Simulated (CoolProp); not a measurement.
Properties of normal hydrogen at several states.

Values from CoolProp's reference Helmholtz-energy equation of state, Leachman 2009.

```csv
T (°C),p (bar),phase,density (kg/m³),Joule-Thomson coefficient (K/MPa),expansivity (1/kK),Prandtl number
350.05,1.42,gas,0.05522,-0.5552,1.604,0.681
174.15,4.97,gas,0.2688,-0.4748,2.231,0.682
227.65,9.52,gas,0.4592,-0.5080,1.990,0.680
244.85,2.13,gas,0.09962,-0.5164,1.929,0.682
```

Viscosity comes from a separate model (Muzny 2013). Thermal conductivity comes from a separate model (Assael 2011).
